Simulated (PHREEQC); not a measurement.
Dissolve 49 mmol/kgw KOH, 0.89 mmol/kgw K2SiO3 and 94 mmol/kgw Na2CO3 at 10 °C. Closed to the air; pH follows from the charge balance.

All values are PHREEQC results (ion-association model, phreeqc.dat), not measurements.

Precipitation was switched off in this run.

Question: What pH, activity of water does the model give?

Answer: pH 13.06; activity of water 0.994.

Question: In which forms is Si present?

Answer: H3SiO4- 60 %, H2SiO4-2 40 % of the Si.

Constants without temperature data keep their 25 °C values here.
